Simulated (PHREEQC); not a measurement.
**City or well water (model solution)**

Synthetic water in mg/kgw, 27 °C, pH 7.39, pe -1.6:

| constituent | mg/kgw |
|---|---|
| Na | 18.3 |
| K | 9.89 |
| Ca | 24.9 |
| Mg | 3.67 |
| Cl | 45.3 |
| S(6) as SO4 | 24 |
| Alkalinity as HCO3 | 55.8 |
| Mn(2) | 0.072 |
| Sr | 0.298 |

Valence states are taken as typed.

Equilibrium calculation in PHREEQC: ion-association model, phreeqc.dat.

No solid was allowed to form.

Question: Estimate the specific conductance.

Answer: specific conductance 314 µS/cm.

Question: In which forms is C present?

Answer: HCO3- 91 %, CO2 7.7 %, CaHCO3+ 0.6 % of the C.
